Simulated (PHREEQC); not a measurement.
0.13 g of hydrous ferric oxide (600 m²/g; 0.2 weak and 0.005 strong sites per Fe, Dzombak-Morel constants, diffuse double layer) in 1 kg of water with 0.01 mol/kgw of an inert sodium salt and 0.018 mmol/kgw H3BO3 and 0.86 mmol/kgw Na2HAsO4, at 25 °C; the pH is set by adding NaOH or the inert anion's acid. Oxygen is held at 0.21 atm. The system is closed to CO2. No solid was allowed to form.

Model: ion-association model, wateq4f.dat, run in PHREEQC.

Question: Predict As sorbed (%), surface charge σ (C/m²), surface potential ψ (mV) at pH = 6, 8.67, 10.67.

Answer: 
| pH | As sorbed (%) | surface charge σ (C/m²) | surface potential ψ (mV) |
|---|---|---|---|
| 6 | 31.4 | -0.015 | -50 |
| 8.67 | 13.3 | -0.040 | -95 |
| 10.67 | 2.5 | -0.109 | -142 |

Complexes and solids missing from the database can't appear.
